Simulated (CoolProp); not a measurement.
Vapour-liquid equilibrium of nitrogen (1) + carbon monoxide (2) at 759 kPa; x and y are mole fractions of (1).

Computed with CoolProp (multi-fluid Helmholtz-energy mixture model, Span 2000 and Lemmon 2006; pair parameters Gernert 2013).

Give the bubble temperature and the first vapour's composition at x = 0.05, 0.8, 0.95. Is there an azeotrope?

x = 0.05: 104.4 K, y = 0.067; x = 0.8: 100.4 K, y = 0.836; x = 0.95: 99.8 K, y = 0.959. No azeotrope shows between x = 0.05 and 0.95.

The pair parameters rest on a limited set of measurements; away from them the model extrapolates.
